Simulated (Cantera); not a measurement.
A freely propagating, adiabatic, planar premixed flame of 25.1 % H2, 15.7 % O2, 59.1 % N2, 0.103 % H2O, equivalence ratio 0.80, unburnt at 673 K and 5.00 bar; mixture-averaged transport, grid criteria slope 0.08 and curve 0.16, no radiation.

Model: the H2/O2 subset of GRI-Mech 3.0, which has no nitrogen chemistry, integrated in Cantera. The hydrogen kinetics of GRI-Mech 3.0 are dated; newer H2 mechanisms differ, most at raised pressure. Burning velocities carry a grid error of a few per cent, more on coarse grids.

x: mole fraction of selected species; z is measured from the peak of heat release.

```json
[
 {"z (mm)": "-0.180", "T (K)": "673", "u (m/s)": "6.79", "x H2": "0.251", "x O2": "0.157", "x OH": "<1e-8", "x HO2": "<1e-8", "x H": "<1e-8", "x O": "<1e-8"},
 {"z (mm)": "-0.120", "T (K)": "673", "u (m/s)": "6.79", "x H2": "0.251", "x O2": "0.157", "x OH": "<1e-8", "x HO2": "<1e-8", "x H": "<1e-8", "x O": "<1e-8"},
 {"z (mm)": "-0.0900", "T (K)": "673", "u (m/s)": "6.79", "x H2": "0.251", "x O2": "0.157", "x OH": "<1e-8", "x HO2": "[?]", "x H": "<1e-8", "x O": "<1e-8"},
 {"z (mm)": "-0.0600", "T (K)": "674", "u (m/s)": "6.78", "x H2": "0.250", "x O2": "0.157", "x OH": "<1e-8", "x HO2": "[?]", "x H": "2.05e-8", "x O": "3.96e-8"},
 {"z (mm)": "-0.0300", "T (K)": "720", "u (m/s)": "7.10", "x H2": "0.232", "x O2": "0.159", "x OH": "6.91e-5", "x HO2": "[?]", "x H": "0.000105", "x O": "1.66e-5"},
 {"z (mm)": "-0.0150", "T (K)": "981", "u (m/s)": "9.36", "x H2": "0.186", "x O2": "0.152", "x OH": "0.00109", "x HO2": "[?]", "x H": "0.00297", "x O": "0.000487"},
 {"z (mm)": "0", "T (K)": "1407", "u (m/s)": "13.1", "x H2": "0.110", "x O2": "0.116", "x OH": "0.00437", "x HO2": "[?]", "x H": "0.0144", "x O": "0.00404"},
 {"z (mm)": "0.0150", "T (K)": "1720", "u (m/s)": "15.8", "x H2": "0.0524", "x O2": "0.0732", "x OH": "0.0107", "x HO2": "[?]", "x H": "0.0221", "x O": "0.00860"},
 {"z (mm)": "0.0300", "T (K)": "1892", "u (m/s)": "17.3", "x H2": "0.0310", "x O2": "0.0538", "x OH": "0.0151", "x HO2": "[?]", "x H": "0.0204", "x O": "0.0100"},
 {"z (mm)": "0.0600", "T (K)": "2069", "u (m/s)": "18.7", "x H2": "0.0213", "x O2": "0.0445", "x OH": "0.0175", "x HO2": "[?]", "x H": "0.0135", "x O": "0.00846"},
 {"z (mm)": "0.120", "T (K)": "2221", "u (m/s)": "19.9", "x H2": "0.0151", "x O2": "0.0406", "x OH": "0.0167", "x HO2": "[?]", "x H": "0.00686", "x O": "0.00544"},
 {"z (mm)": "0.240", "T (K)": "2333", "u (m/s)": "20.8", "x H2": "0.00928", "x O2": "0.0383", "x OH": "0.0140", "x HO2": "[?]", "x H": "0.00288", "x O": "0.00303"},
 {"z (mm)": "0.480", "T (K)": "2400", "u (m/s)": "21.3", "x H2": "0.00509", "x O2": "0.0372", "x OH": "0.0109", "x HO2": "[?]", "x H": "0.00110", "x O": "0.00160"}
]
```

Task: Some entries are withheld; supply them.

Result: 
- -0.0900, x HO2: 8.09e-8
- -0.0600, x HO2: 4.43e-6
- -0.0300, x HO2: 0.000566
- -0.0150, x HO2: 0.000684
- 0, x HO2: 0.000360
- 0.0150, x HO2: 0.000184
- 0.0300, x HO2: 0.000108
- 0.0600, x HO2: 6.06e-5
- 0.120, x HO2: 3.29e-5
- 0.240, x HO2: 1.75e-5
- 0.480, x HO2: 1.06e-5
